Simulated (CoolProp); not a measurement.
A single-stage vapour-compression cycle with propane: evaporating at 209.15 K (dew point), condensing at 247.15 K (bubble point), superheat 0 K, subcooling 0 K, compressor efficiency 0.8, no pressure losses. Each further row changes one setting.

The numbers come from the reference Helmholtz-energy equation of state, Lemmon 2009 in CoolProp.

```csv
case,cooling COP,pressure ratio,discharge temperature (K),refrigerating effect (kJ/kg),volumetric capacity (kJ/m³)
as stated,3.84,5.70,278.0,362,321
evaporating temperature 214.15 K,4.62,4.35,272.8,368,419
condensing temperature 242.15 K,4.51,4.69,(withheld),374,332
subcooling 5 K,3.96,5.70,278.0,374,332
superheat 10 K,3.80,5.70,(withheld),(withheld),317
compressor efficiency 0.7,3.36,5.70,286.2,362,321
```

Question: Complete the blanks.

Answer: 
- condensing temperature 242.15 K, discharge temperature (K): 270.1
- superheat 10 K, discharge temperature (K): 288.9
- superheat 10 K, refrigerating effect (kJ/kg): 376
